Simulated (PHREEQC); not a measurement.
Solution (20 °C): 0.011 mol/kgw CdSO4 and 5.5e-05 mol/kgw H2SO4. Closed to the air; pH follows from the charge balance.

Model: ion-association model, phreeqc.dat, run in PHREEQC.

Each row changes one thing in this solution. No solid was allowed to form.

```json
[
 {"case": "as made", "pH": "4.14", "ionic strength (mol/kgw)": "0.0280", "SO4-2 (mol/kgw)": "0.00670", "HSO4- (mol/kgw)": "2.70e-5"},
 {"case": "CdSO4 left out", "pH": "3.97", "ionic strength (mol/kgw)": "0.000164", "SO4-2 (mol/kgw)": "5.45e-5", "HSO4- (mol/kgw)": "4.92e-7"},
 {"case": "CdSO4 from 0.011 to 0.0121 mol/kgw", "pH": "4.14", "ionic strength (mol/kgw)": "0.0303", "SO4-2 (mol/kgw)": "0.00722", "HSO4- (mol/kgw)": "2.82e-5"},
 {"case": "temperature from 20 to 15 °C", "pH": "4.13", "ionic strength (mol/kgw)": "?", "SO4-2 (mol/kgw)": "0.00674", "HSO4- (mol/kgw)": "2.52e-5"},
 {"case": "H2SO4 from 5.5e-05 to 1.1e-05 mol/kgw", "pH": "4.84", "ionic strength (mol/kgw)": "?", "SO4-2 (mol/kgw)": "0.00669", "HSO4- (mol/kgw)": "5.40e-6"},
 {"case": "CdSO4 from 0.011 to 0.055 mol/kgw", "pH": "4.28", "ionic strength (mol/kgw)": "0.110", "SO4-2 (mol/kgw)": "0.0220", "HSO4- (mol/kgw)": "4.67e-5"}
]
```

### Question
Complete the blanks.

### Answer

- temperature from 20 to 15 °C, ionic strength (mol/kgw): 0.0282
- H2SO4 from 5.5e-05 to 1.1e-05 mol/kgw, ionic strength (mol/kgw): 0.0279
